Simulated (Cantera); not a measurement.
An isothermal, constant-pressure homogeneous reactor starts with C₂H₆ : H₂ = 1 : 12 (molar parts), at 1550 K and 2670 Pa.

Model: GRI-Mech 3.0 (53 species, 325 reactions), integrated in Cantera. GRI-Mech 3.0 stops at C3 and has no aromatics, soot or wall deposition, so with more carbon than oxygen in the feed, carbon stays in small species such as C2H2 where larger ones or solid carbon would form. Radical loss at walls, strong at low pressure, is not modelled.

One state of this run: x C₂H₆ = 2.17e-5; x H₂ = 0.888; x CH₃ = 0.000410; x C₂H₄ = 0.00748; x CH₄ = 0.0784; x H = 0.000230. x: mole fraction; the columns are a selection and need not sum to one.

Question: Which value of t (s) does it belong to?
A) 0.0308
B) 3.17
C) 0.0122
D) 0.00191

Answer: C, 0.0122
